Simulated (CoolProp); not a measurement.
Properties of R123 along the isotherm 500 K.

Values from CoolProp's reference Helmholtz-energy equation of state, Younglove 1994. It is a modified Benedict-Webb-Rubin equation, recast in Helmholtz form.

| p (MPa) | phase | Z | cp (kJ/(kg K)) | expansivity (1/kK) | viscosity (µPa s) | Prandtl number |
|---|---|---|---|---|---|---|
| 1.66 | gas | 0.8785 | 0.9318 | 3.140 | 17.8 | 0.745 |
| 3.33 | gas | 0.7326 | 1.076 | 5.650 | 20.3 | 0.883 |
| 4.99 | supercritical | 0.5524 | 1.530 | 13.25 | 28.2 | 1.43 |
| 6.66 | supercritical | 0.4056 | 1.876 | 16.41 | ? | 2.37 |
| 8.32 | supercritical | 0.4024 | 1.539 | 9.034 | ? | ? |
| 9.99 | supercritical | 0.4371 | 1.387 | 6.189 | 78.0 | 2.59 |
| 11.7 | supercritical | 0.4812 | 1.308 | 4.822 | 86.7 | 2.61 |
| 13.3 | supercritical | 0.5250 | 1.262 | 4.071 | 93.5 | 2.63 |
| 15 | supercritical | ? | 1.228 | 3.539 | 99.8 | 2.65 |
| 16.6 | supercritical | 0.6174 | 1.205 | 3.179 | 105 | 2.67 |
| 18.3 | supercritical | 0.6651 | 1.185 | 2.888 | 111 | 2.69 |

Q: Fill in the missing entries.

A: 
- 6.66, viscosity (µPa s): 49.5
- 8.32, viscosity (µPa s): 66.9
- 8.32, Prandtl number: 2.56
- 15, Z: 0.5725

The peak of cp marks the crossing from liquid-like to gas-like fluid above the critical point.

Viscosity comes from a separate model (Tanaka 1996). Thermal conductivity comes from a separate model (Laesecke 1996).
